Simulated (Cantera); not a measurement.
Input: 1 mol SiHCl3, 0.051 mol Cl2, 13 mol H2, held at 1.33 mbar.

These are equilibrium values from Cantera (NASA tables, ideal gas, pure condensed phases), not measurements of a reactor. Candidate condensed phases: Si; 19 gas species. Kinetics and transport are ignored.

Over these rows the condensed part is Si(s). Partial pressures as log10 of bar:

```csv
T (K),1000/T (1/K),log p SiCl4,log p H2,log p HCl
850,1.1765,-4.21,-2.90,-4.82
925,1.0811,-4.25,-2.91,-4.48
1000,1.0000,-4.34,-2.92,-4.21
1075,0.9302,-4.52,-2.93,-4.01
1150,0.8696,-4.88,-2.94,-3.88
1225,0.8163,?,-2.95,-3.83
```

Task: Fit log p(SiCl4) = a + b·(1000/T) to the five rows, give the apparent enthalpy, and predict the row at 1225 K.

Result: Means: 1000/T = 1.0115, log p = -4.440. Sxy = 0.118964, Sxx = 0.0589467, so b = 2.02 and a = -4.440 − (2.02)×1.0115 = -6.48.
Apparent enthalpy: −19.145 × (2.02) = -39 kJ/mol. With the condensed phases at unit activity, Si(s) + 4 HCl(g) = SiCl4(g) + 2 H2(g) links this pressure to the main gases: over the six rows their terms move log p by +4.06 in all, so the slope isn't that reaction's ΔH° alone. The five rows lie within 0.16 of the line; that is curvature, so one enthalpy describes this range poorly.
Prediction at 1225 K: -6.48 + (2.02)×0.8163 = -4.83. The computed value is -5.44, 0.61 from the line.
